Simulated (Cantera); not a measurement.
Input: 1 mol (CH3)2SiCl2, 160 mol H2, equilibrated at 75.0 Torr.

Method: chemical equilibrium by Gibbs-energy minimisation in Cantera with the NASA 1993 tables (ideal gas, pure condensed phases). Candidate condensed phases: C, C6H6, C7H8, C8H18, Si, SiC; 109 gas species. The feed counts by its element totals alone. The numbers say what is thermodynamically allowed, not how fast it happens. All values below are at 1925 K.

Base state: H2 0.984, HCl 0.0121, H 0.00300, C2H2 (acetylene) 0.000451, CH4 5.06e-5, Cl 2.78e-5, SiCl2 1.61e-5 (mole fractions); condensed: C(graphite) + SiC(s).

**Question.** What changes in the equilibrium state with this change: H2 from 160 to 7 mol?

**Answer.** 
| species | before | after |
|---|---|---|
| H2 | 0.984 | 0.819 |
| HCl | 0.0121 | 0.173 |
| SiCl2 | 1.61e-5 | 0.00394 |
| SiCl3 | 1.88e-8 | 7.19e-5 |
| SiCl | 1.19e-6 | 1.87e-5 |
| Cl | 2.78e-5 | 0.000434 |
| C(graphite), mol | 0.848 | 1.04 |
| SiC(s), mol | 0.995 | 0.955 |
The tables' values for SiCl3, SiCl are old estimates; treat these amounts as uncertain.
